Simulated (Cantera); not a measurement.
Input: 1 mol SiH₂Cl₂, 0.021 mol Cl₂, 220 mol N₂, at 1025 K and 133 Pa.

Cantera equilibrium calculation (NASA polynomials, part measured and part estimated; ideal gas, pure solids and liquids). Candidate condensed phases: NH₄Cl, Si, Si₃N₄; 28 gas species. N₂ is the only nitrogen source here; it is nearly inert below about 1500 K, so the nitride shown seldom forms there in practice. Rates play no part.

Base state: N₂ 0.991, HCl 0.00786, H₂ 0.000587, SiCl₄ 0.000335 (mole fractions); condensed: Si₃N₄(s).

### Question
What changes in the equilibrium state with this change: Cl₂ from 0.021 to 0.52 mol?

### Answer
| species | before | after |
|---|---|---|
| N₂ | 0.991 | 0.990 |
| HCl | 0.00786 | 0.00835 |
| SiCl₄ | 0.000335 | 0.00132 |
| SiCl₃ | 5.79e-6 | 1.62e-5 |
| H₂ | 0.000587 | 0.000333 |
| Si₃N₄(s), mol | 0.308 | 0.234 |
The tables' values for SiCl₃ are old estimates; treat these amounts as uncertain.

### Question
What changes in the equilibrium state with this change: SiH₂Cl₂ replaced by SiHCl₃?

### Answer
```json
[
 {"species": "N₂", "before": "0.991", "after": "0.993"},
 {"species": "HCl", "before": "0.00786", "after": "0.00438"},
 {"species": "SiCl₄", "before": "0.000335", "after": "0.00232"},
 {"species": "H₂", "before": "0.000587", "after": "6.92e-5"},
 {"species": "SiCl₃", "before": "5.79e-6", "after": "2.47e-5"},
 {"species": "Si₃N₄(s), mol", "before": "0.308", "after": "0.160"}
]
```
The tables' values for SiCl₃ are old estimates; treat these amounts as uncertain.
